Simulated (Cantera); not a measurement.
Adiabatic ignition

An adiabatic, constant-volume homogeneous reactor starts with 13.7 % CO, 5.34 % H₂, 17.0 % O₂, 64.0 % N₂, at 975 K and 2630 Torr.

Computed with Cantera and GRI-Mech 3.0 (53 species, 325 reactions). The hydrogen kinetics of GRI-Mech 3.0 are dated; newer H2 mechanisms differ, most at raised pressure.

| t (s) | T (K) | P (bar) | x CO | x H₂ | x O₂ | x H₂O₂ | x H₂O | x OH |
|---|---|---|---|---|---|---|---|---|
| 3.00e-6 | 975 | 3.50 | 0.137 | 0.0534 | 0.170 | <1e-12 | 5.16e-11 | 1.23e-11 |
| 7.17e-6 | 975 | 3.50 | 0.137 | 0.0534 | 0.170 | <1e-12 | 2.53e-10 | 2.12e-11 |
| 1.72e-5 | 975 | 3.50 | 0.137 | 0.0534 | 0.170 | 1.65e-12 | 9.49e-10 | 2.78e-11 |
| 4.10e-5 | 975 | 3.50 | 0.137 | 0.0534 | 0.170 | 1.24e-11 | 3.04e-9 | 3.52e-11 |
| 9.81e-5 | 975 | 3.50 | 0.137 | 0.0534 | 0.170 | 8.26e-11 | 1.01e-8 | 5.41e-11 |
| 0.000235 | 975 | 3.50 | 0.137 | 0.0534 | 0.170 | 5.55e-10 | 4.06e-8 | 1.11e-10 |
| 0.000561 | 975 | 3.50 | 0.137 | 0.0534 | 0.170 | 4.42e-9 | 2.34e-7 | 3.46e-10 |
| 0.00134 | 975 | 3.50 | 0.137 | 0.0534 | 0.170 | 7.42e-8 | 2.69e-6 | 2.52e-9 |
| 0.00321 | 978 | 3.51 | 0.137 | 0.0533 | 0.170 | 1.28e-5 | 9.73e-5 | 4.12e-8 |
| 0.00767 | 1032 | 3.70 | 0.135 | 0.0504 | 0.167 | 0.000358 | 0.00278 | 9.93e-7 |
| 0.0183 | 2585 | 8.46 | 0.00994 | 0.000603 | 0.0770 | 3.71e-7 | 0.0546 | 0.00632 |
| 0.0439 | 2585 | 8.46 | 0.00994 | 0.000603 | 0.0770 | 3.71e-7 | 0.0546 | 0.00631 |
| 0.105 | 2585 | 8.46 | 0.00994 | 0.000603 | 0.0770 | 3.71e-7 | 0.0546 | 0.00631 |
| 0.251 | 2585 | 8.46 | 0.00994 | 0.000603 | 0.0770 | 3.71e-7 | 0.0546 | 0.00631 |
| 0.600 | 2585 | 8.46 | 0.00994 | 0.000603 | 0.0770 | 3.71e-7 | 0.0546 | 0.00631 |
x: mole fraction; the columns are a selection and need not sum to one.

| Item | Value |
|---|---|
| time of steepest temperature rise | 8.10 ms |
| temperature at 0.600 s | 2585 K |
| equilibrium temperature | 2585 K |
| x(CO) at 0.600 s | 0.00994 (gas-phase equilibrium 0.00994) |
| x(H₂) at 0.600 s | 0.000603 (gas-phase equilibrium 0.000603) |
| x(O₂) at 0.600 s | 0.0770 (gas-phase equilibrium 0.0770) |
